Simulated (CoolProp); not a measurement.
Vapour-liquid equilibrium of ethylene (1) + carbon dioxide (2) at 1640 kPa; x and y are mole fractions of (1).

Model: multi-fluid Helmholtz-energy mixture model, Smukala 2000 and Span 1996; pair parameters Bell 2016, in CoolProp.

```csv
x,bubble temperature (°C),y at the bubble point,dew temperature at overall composition x (°C),liquid density (mol/L)
0.05,-27.8,0.097,-26.8,23.56
0.2,-31.9,0.301,-30.0,22.12
0.35,-34.3,0.439,-32.8,20.73
0.5,-35.7,0.556,-35.1,19.47
0.65,-36.5,0.671,-36.4,18.34
0.8,-36.7,0.797,-36.7,17.33
0.95,-36.2,0.944,-36.2,16.41
```

y crosses x between x = 0.65 and 0.8: the model has an azeotrope there.

The pair parameters rest on a limited set of measurements; away from them the model extrapolates.
